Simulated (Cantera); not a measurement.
Charge: 1 mol AlN, 0.19 mol H2O, 0.096 mol O2, 0.23 mol Cl2, at 627 °C and 4100 Pa.

Method: chemical equilibrium by Gibbs-energy minimisation in Cantera with the NASA 1993 tables (ideal gas, pure condensed phases). Candidate condensed phases: Al, AlCl3, AlN, Al2O3, H2O, NH4Cl; 45 gas species. Condensed phases not in the tables: AlOCl. Equilibrium is a limit: real reactors are often held back by kinetics, nucleation or transport.

Base state: N2 0.351, H2 0.281, AlCl3 0.234, HCl 0.133, Al2Cl6 0.00105 (mole fractions); condensed: AlN(s) + Al2O3(s).

Q: What changes in the equilibrium state with this change: O2 from 0.096 to 1.4 mol?

A: 
| species | before | after |
|---|---|---|
| O2 | <1e-9 | 0.437 |
| N2 | 0.351 | 0.306 |
| HCl | 0.133 | 0.156 |
| H2 | 0.281 | <1e-9 |
| AlCl3 | 0.234 | <1e-9 |
| Cl2 | <1e-9 | 0.0629 |
| H2O | 1.00e-8 | 0.0384 |
| Al2Cl6 | 0.00105 | <1e-9 |
| Cl | <1e-9 | 9.16e-5 |
| AlN(s), mol | 0.616 | 0 |
| Al2O3(s), mol | 0.127 | 0.500 |

Q: What changes in the equilibrium state with this change: 1.2 mol N2 added?

A: 
```csv
species,before,after
N2,0.351,0.794
H2,0.281,0.0813
AlCl3,0.234,0.0693
HCl,0.133,0.0548
Al2Cl6,0.00105,9.22e-5
"AlN(s), mol",0.616,0.624
"Al2O3(s), mol",0.127,0.127
```

Q: What changes in the equilibrium state with this change: AlN replaced by B?

A: 
| species | before | after |
|---|---|---|
| H2 | 0.281 | 0.513 |
| BCl3 | 0 | 0.359 |
| HCl | 0.133 | 0.0678 |
| N2 | 0.351 | 0 |
| AlCl3 | 0.234 | 0 |
| B3O3Cl3 | 0 | 0.0603 |
| Al2Cl6 | 0.00105 | 0 |
| B3O3H3 | 0 | 0.000394 |
| AlN(s), mol | 0.616 | 0 |
| Al2O3(s), mol | 0.127 | 0 |
| B(s), mol | 0 | 0.600 |
| B2O3(l), mol | 0 | 0.106 |
Gases not in the tables: BHCl2. Further candidate phases: B, B2O3, B3O3H3.
